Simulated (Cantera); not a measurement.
Hydrogen reduction and annealing atmospheres: Cr2O3 + H2 + N2

Feed: 1 mol Cr2O3, 9.8 mol H2, 1.2 mol N2, at 28000 Pa.

Equilibrium computed with Cantera from the NASA thermochemical tables; the gas is ideal and each condensed phase is pure. Candidate condensed phases: Cr, CrN, Cr2N, Cr2O3, H2O; 29 gas species. Mutual solubility and eutectic melting of coexisting phases are not modelled. Rates play no part.

From 1423 K to 1448 K the condensed part is Cr2N(s) + Cr2O3(s). From 1473 K to 1723 K the condensed part is Cr(s) + Cr2O3(s). The main Cr-bearing gas is Cr throughout.

```tsv
T (K)	x H2	x N2	x H2O	x H	x Cr	x NH3	x CrO	n Cr2N(s)	n Cr2O3(s)	n Cr(s)
1423	0.890	0.109	0.000702	1.18e-5	3.32e-7	6.14e-6	6.94e-11	0.00257	0.997	0
1448	0.890	0.109	0.000796	1.64e-5	6.34e-7	5.66e-6	1.59e-10	0.00291	0.997	0
1473	0.890	0.109	0.000920	2.26e-5	1.14e-6	5.22e-6	3.49e-10	0	0.997	0.00674
1498	0.890	0.109	0.00109	3.06e-5	1.93e-6	4.84e-6	7.37e-10	0	0.996	0.00797
1523	0.890	0.109	0.00128	4.12e-5	3.20e-6	4.49e-6	1.51e-9	0	0.995	0.00936
1548	0.889	0.109	0.00150	5.49e-5	5.23e-6	4.18e-6	3.04e-9	0	0.994	0.0109
1573	0.889	0.109	0.00175	7.25e-5	8.39e-6	3.89e-6	5.97e-9	0	0.994	0.0127
1598	0.889	0.109	0.00203	9.48e-5	1.33e-5	3.64e-6	1.15e-8	0	0.993	0.0147
1623	0.888	0.109	0.00234	0.000123	2.07e-5	3.41e-6	2.16e-8	0	0.991	0.0169
1648	0.888	0.109	0.00268	0.000159	3.18e-5	3.19e-6	3.98e-8	0	0.990	0.0193
1673	0.888	0.109	0.00307	0.000203	4.82e-5	3.00e-6	7.19e-8	0	0.989	0.0220
1698	0.887	0.109	0.00350	0.000257	7.22e-5	2.83e-6	1.28e-7	0	0.987	0.0249
1723	0.887	0.109	0.00397	0.000324	0.000107	2.66e-6	2.23e-7	0	0.985	0.0279
```
x: gas mole fraction; n: condensed amount in mol.
